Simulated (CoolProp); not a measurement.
Vapour-liquid equilibrium of ethanol (1) + p-xylene (2) at 446.4 K; x and y are mole fractions of (1).

Values from CoolProp's multi-fluid Helmholtz-energy mixture model, Schroeder 2014 and Zhou 2012; pair parameters Bell 2016.

### Question
Give the bubble pressure and the first vapour's composition at x = 0.05, 0.5, 0.8. Is there an azeotrope?

### Answer
x = 0.05: 0.4618 MPa, y = 0.478; x = 0.5: 1.189 MPa, y = 0.821; x = 0.8: 1.474 MPa, y = 0.914. No azeotrope shows between x = 0.05 and 0.95.

The pair parameters rest on a limited set of measurements; away from them the model extrapolates. With so large a gap from Raoult's law the liquid may split in two, which this calculation doesn't test in full.
